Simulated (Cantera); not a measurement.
An isothermal, constant-pressure homogeneous reactor starts with 67.5 % CH4, 32.4 % H2O, 0.108 % N2, at 2200 K and 0.670 bar.

Detailed kinetics in Cantera: GRI-Mech 3.0 (53 species, 325 reactions). GRI-Mech 3.0 stops at C3 and has no aromatics, soot or wall deposition, so with more carbon than oxygen in the feed, carbon stays in small species such as C2H2 where larger ones or solid carbon would form.

One state of this run: x CH4 = 0.0133; x H2O = 0.130; x O = 3.43e-7; x O2 = 2.82e-8; x H2O2 = 9.11e-11; x H2 = 0.637. x: mole fraction; the columns are a selection and need not sum to one.

**Question.** Which value of t (s) does it belong to?
(A) 9.32
(B) 30.5
(C) 0.0247
(D) 0.000703

**Answer.** D, 0.000703
